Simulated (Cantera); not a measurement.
A perfectly stirred reactor is fed with CH₄ : C₂H₆ : O₂ : N₂ = 1 : 1.2 : 8.27 : 31.1 (molar parts), equivalence ratio 0.75, at 770000 Pa; it is adiabatic with a 600 K inlet, and is followed from long to short residence time, starting on the burning branch (τ in s: 0.063, 0.034, 0.018, 0.01, 0.0055, 0.003, 0.0016, 0.00088, 0.00048, 0.00026, 0.00014, 7.7e-05, 4.2e-05).

Detailed kinetics in Cantera: GRI-Mech 3.0 (53 species, 325 reactions).

Task: What does this change do: pressure from 770000 Pa to 32000 Pa?

Result: 
```json
[
 {"quantity": "blow-out, bracketed by the residence times tried", "before": "burning at 42.0 µs, the shortest tried", "after": "burning at 0.260 ms, out at 0.140 ms"},
 {"quantity": "x(CH₄) at τ = 63.0 ms", "before": "4.81e-7", "after": "2.49e-6"},
 {"quantity": "x(C₂H₆) at τ = 63.0 ms", "before": "7.19e-8", "after": "5.48e-7"},
 {"quantity": "x(O₂) at τ = 63.0 ms", "before": "0.0481", "after": "0.0502"},
 {"quantity": "x(H₂O₂) at τ = 63.0 ms", "before": "2.53e-7", "after": "4.87e-8"},
 {"quantity": "x(NO) at τ = 63.0 ms", "before": "0.00155", "after": "0.000485"},
 {"quantity": "x(CH₄) at τ = 1.60 ms", "before": "1.11e-5", "after": "4.32e-5"},
 {"quantity": "x(C₂H₆) at τ = 1.60 ms", "before": "2.24e-6", "after": "1.28e-5"},
 {"quantity": "x(O₂) at τ = 1.60 ms", "before": "0.0494", "after": "0.0565"},
 {"quantity": "x(H₂O₂) at τ = 1.60 ms", "before": "3.59e-7", "after": "1.44e-7"},
 {"quantity": "x(NO) at τ = 1.60 ms", "before": "0.000150", "after": "3.19e-5"}
]
```
